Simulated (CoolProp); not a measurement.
2000 sccm (0 °C, 1 atm) of nitrogen bubbles through liquid water at 306.7 K and leaves saturated at a total pressure of 0.0299 MPa (ideal gas phase). Each further row changes one setting.

Values from CoolProp's reference Helmholtz-energy equation of state, Wagner 2002.

```csv
case,vapour pressure (kPa),mole fraction of vapour,delivery (mg/min),delivery (sccm),change of delivery for a bath 1 K warmer (%)
as stated,5.19,0.174,338,420,7.0
bath temperature 311.7 K,6.83,0.229,___,592,___
total pressure 0.0598 MPa,5.19,0.0868,153,___,6.3
```

Problem. Fill in the missing entries.

Solution. 
- bath temperature 311.7 K, delivery (mg/min): 476
- bath temperature 311.7 K, change of delivery for a bath 1 K warmer (%): 7.3
- total pressure 0.0598 MPa, delivery (sccm): 190
